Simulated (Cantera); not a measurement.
A perfectly stirred reactor is fed with 14.9 % CH4, 85.1 % N2, at 1.00 bar; it is held at 1500 K, and followed from long to short residence time.

Detailed kinetics in Cantera: GRI-Mech 3.0 (53 species, 325 reactions). GRI-Mech 3.0 stops at C3 and has no aromatics, soot or wall deposition, so with more carbon than oxygen in the feed, carbon stays in small species such as C2H2 where larger ones or solid carbon would form.

### Question
Predict: x(CH4) at τ = 0.560 s; x(C2H6) at τ = 0.560 s; x(H2) at τ = 0.560 s; x(H) at τ = 0.560 s; x(C2H2) at τ = 0.560 s; x(CH4) at τ = 19.0 ms; x(C2H6) at τ = 19.0 ms; x(H2) at τ = 19.0 ms; x(H) at τ = 19.0 ms; x(C2H2) at τ = 19.0 ms.

### Answer
```
Quantity                   Value
----------------------  --------
x(CH4) at τ = 0.560 s     0.0983
x(C2H6) at τ = 0.560 s  0.000106
x(H2) at τ = 0.560 s      0.0654
x(H) at τ = 0.560 s      2.43e-6
x(C2H2) at τ = 0.560 s    0.0210
x(CH4) at τ = 19.0 ms      0.145
x(C2H6) at τ = 19.0 ms  0.000333
x(H2) at τ = 19.0 ms     0.00380
x(H) at τ = 19.0 ms      2.23e-7
x(C2H2) at τ = 19.0 ms  0.000550
```
